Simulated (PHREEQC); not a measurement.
A solution holds 60 mmol/kgw HF, 7.6 mmol/kgw NH4HF2, 54 mmol/kgw H2SiF6 and 20 mmol/kgw H3PO4, at 25 °C. Closed to the air; pH follows from the charge balance.

Model: ion-association model, phreeqc.dat, run in PHREEQC.

**Question.** The ionic strength comes out as 0.165 mol/kgw. What activity coefficients do F-, SiF6-2, NH4+, HF2-, H+ get?

**Answer.** F- 0.72, SiF6-2 0.32, NH4+ 0.70, HF2- 0.76, H+ 0.81.

Precipitation was switched off in this run. SiF6-2 is the database's only silicon fluoride.
